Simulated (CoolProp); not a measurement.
Computed with CoolProp (reference Helmholtz-energy equation of state, Penoncello 2003).

Give the vapour pressure (bar), surface tension (mN/m), liquid conductivity (mW/(m K)) of saturated CHF3 (R23) at 165.7 K.


| T (K) | p (bar) | surface tension (mN/m) | liquid conductivity (mW/(m K)) |
|---|---|---|---|
| 165.7 | 0.178 | 21.7 | 162 |

Thermal conductivity comes from a separate model (Shan 2000). Surface tension comes from a separate correlation (Mulero 2012).
